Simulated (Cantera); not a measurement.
A Cantera script and what it prints.

```python
import numpy as np
import cantera as ct

gas_names = """
    C CH CH2 CH3 CH2OH CH3O CH4 CH3OH CO CO2 COOH C2 C2H CHCO,ketyl C2H2,acetylene C2H2,vinylidene
    CH2CO,ketene C2H3,vinyl CH3CO,acetyl C2H4 C2H4O,ethylen CH3CHO,ethanal CH3COOH (HCOOH)2 C2H5 C2H6
    CH3OCH3 C2H5OH C2O C3 C3H3,propargyl C3H4,allene C3H4,propyne C3H4,cyclo- C3H5,allyl C3H6,propylene
    C3H6,cyclo- C3H6O C3H7,n-propyl C3H7,i-propyl C3H8 C3H8O,1propanol C3H8O,2propanol C3O2 C4 C4H2
    C4H4,1,3-cyclo- C4H6,butadiene C4H6,2-butyne C4H6,cyclo- C4H8,1-butene C4H8,cis2-buten
    C4H8,tr2-butene C4H8,isobutene C4H8,cyclo- (CH3COOH)2 C4H9,n-butyl C4H9,i-butyl C4H9,s-butyl
    C4H9,t-butyl C4H10,isobutane C4H10,n-butane C5 C5H6,1,3cyclo- C5H8,cyclo- C5H10,1-pentene
    C5H10,cyclo- C5H11,pentyl C5H11,t-pentyl C5H12,n-pentane C5H12,i-pentane CH3C(CH3)2CH3 C6H2
    C6H5,phenyl C6H5O,phenoxy C6H6 C6H5OH,phenol C6H10,cyclo- C6H12,1-hexene C6H12,cyclo- C6H13,n-hexyl
    C7H7,benzyl C7H8 C7H8O,cresol C7H14,1-heptene C7H15,n-heptyl C7H16,n-heptane C8H8,styrene
    C8H10,ethylbenz C8H16,1-octene C8H17,n-octyl C8H18,isooctane C8H18,n-octane C9H19,n-nonyl
    C10H8,naphthale C10H21,n-decyl C12H9,o-bipheny C12H10,bipheny H HCO HO2 H2 HCHO,formaldehy HCOOH H2O
    H2O2 O OH O2 O3 Pb PbO Pb2
""".split()
cond_names = """
    C(gr) C6H6(L) C7H8(L) C8H18(L),n-octa H2O(s) H2O(L) Pb(cr) Pb(L) PbO(rd) PbO(yw) PbO(L) PbO2(s)
    Pb3O4(s)
""".split()


def load(file, names, dense=False):
    # The tables refer to 1 bar. Condensed volumes are neglected.
    table = {s.name: s for s in ct.Species.list_from_file(file)}
    out = []
    for n in names:
        d = dict(table[n].input_data)
        d["thermo"] = dict(d["thermo"], **{"reference-pressure": 1e5})
        if dense:
            d["equation-of-state"] = {"model": "constant-volume", "density": "1e6 g/cm^3"}
        out.append(ct.Species.from_dict(d))
    return out


gas = ct.Solution(thermo="ideal-gas", species=load("nasa_gas.yaml", gas_names))
cond = {s.name: ct.Solution(thermo="fixed-stoichiometry", species=[s], name=s.name)
        for s in load("nasa_condensed.yaml", cond_names, dense=True)}
atoms = {
    'Pb': {'Pb': 1},
    'CO': {'C': 1, 'O': 1},
    'H2': {'H': 2},
}
top_T = {'C(gr)': 4500, 'Pb3O4(s)': 820}  # K; cautious upper limits of use, not melting points


def equilibrate(T, P, feed):
    n = {}
    for name, mol in feed.items():
        for a, k in atoms[name].items():
            n[a] = n.get(a, 0.0) + k * mol
    gas.TPX = T, P, n
    mass = sum(n.values()) * gas.mean_molecular_weight
    gas.equilibrate("TP")
    valid = [c for c in cond.values() if c.min_temp <= T <= top_T.get(c.name, c.max_temp)]
    mix = ct.Mixture([(gas, mass / gas.mean_molecular_weight)] + [(c, 0.0) for c in valid])
    mix.T, mix.P = T, P
    mix.equilibrate("TP", solver="vcs", rtol=1e-11, max_steps=5000)
    return mix


results = []
T = 848.15  # K
P = 101325  # Pa
for m in [0.24, 0.46, 0.68, 0.9, 1.1, 1.3, 1.6, 1.8, 2, 2.2, 2.4, 2.7]:
    feed = {'Pb': 1, 'CO': m, 'H2': 56}  # mol
    mix = equilibrate(T, P, feed)
    results.append((T, P, feed, dict(zip(mix.species_names, mix.species_moles))))

top = {s: max(r[3][s] / sum(r[3][g] for g in gas_names) for r in results) for s in gas_names}
cols = sorted((s for s in top if top[s] > 1e-06), key=lambda s: -top[s])[:9]
seen = [c for c in cond_names if any(r[3].get(c, 0) > 1e-12 for r in results)]
print("log10 of partial pressures in bar; condensed amounts in mol")
print(f"{'n(CO)':>10s}" + "".join(f"{s[:9]:>10s}" for s in cols + seen))
for T, P, feed, n in results:
    ng = sum(n[g] for g in gas_names)
    print(f"{feed['CO']:10.4g}" + "".join(f"{np.log10(max(n[s] / ng * P / 1e5, 1e-99)):10.3f}" for s in cols)
          + "".join(f"{n.get(c, 0):10.4g}" for c in seen))
```

Result:

```
log10 of partial pressures in bar; condensed amounts in mol
     n(CO)        H2       CH4       H2O        CO       CO2     Pb(L)
      0.24     0.002    -2.361    -2.361    -5.400    -7.273         1
      0.46    -0.002    -2.077    -2.077    -4.822    -6.407         1
      0.68    -0.005    -1.906    -1.906    -4.469    -5.880         1
       0.9    -0.009    -1.783    -1.783    -4.212    -5.497         1
       1.1    -0.012    -1.695    -1.695    -4.026    -5.219         1
       1.3    -0.015    -1.621    -1.621    -3.869    -4.985         1
       1.6    -0.020    -1.529    -1.530    -3.670    -4.689         1
       1.8    -0.024    -1.477    -1.478    -3.555    -4.519         1
         2    -0.027    -1.431    -1.431    -3.452    -4.366         1
       2.2    -0.031    -1.388    -1.389    -3.356    -4.225         1
       2.4    -0.035    -1.350    -1.351    -3.269    -4.095         1
       2.7    -0.040    -1.297    -1.299    -3.148    -3.917         1
```

These are equilibrium values from Cantera (NASA tables, ideal gas, pure condensed phases), not measurements of a reactor.
